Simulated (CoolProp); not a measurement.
R1233zd(E) along the isobar 1.01 bar: density (kg/m³) from the reference equation and from simpler models built on Tc = 165.7 °C, pc = 35.83 bar, ω = 0.304; each cubic takes its own stable root.

The numbers come from the reference Helmholtz-energy equation of state, Akasaka 2022 in CoolProp.

| T (°C) | phase | reference | van der Waals | Redlich-Kwong | Soave-Redlich-Kwong |
|---|---|---|---|---|---|
| -14.65 | liquid | 1354 | 6.316 | 1173 | 1216 |
| 0.85 | liquid | 1320 | 5.937 | 6.004 | 1186 |
| 16.35 | liquid | ___ | 5.601 | 5.652 | 1153 |
| 31.95 | gas | 5.384 | ___ | 5.340 | 5.360 |
| 47.45 | gas | 5.095 | 5.034 | ___ | 5.079 |
| 63.05 | gas | ___ | 4.791 | 4.814 | 4.826 |
| 78.55 | gas | 4.606 | 4.573 | 4.591 | 4.599 |
| 94.15 | gas | 4.397 | 4.372 | 4.386 | 4.392 |
| 109.65 | gas | 4.209 | 4.190 | 4.201 | 4.205 |
| 125.15 | gas | 4.037 | 4.023 | 4.031 | 4.034 |
| 140.75 | gas | 3.878 | 3.867 | 3.874 | 3.876 |
| 156.25 | gas | 3.732 | 3.725 | 3.730 | 3.731 |
| 171.85 | gas | 3.597 | 3.592 | 3.596 | 3.595 |

Task: Fill in the missing entries.

Result: 
- 16.35, reference: 1284
- 31.95, van der Waals: 5.301
- 47.45, Redlich-Kwong: 5.064
- 63.05, reference: 4.836

At some of these states van der Waals, Redlich-Kwong gives the other phase, because its saturation line lies elsewhere.
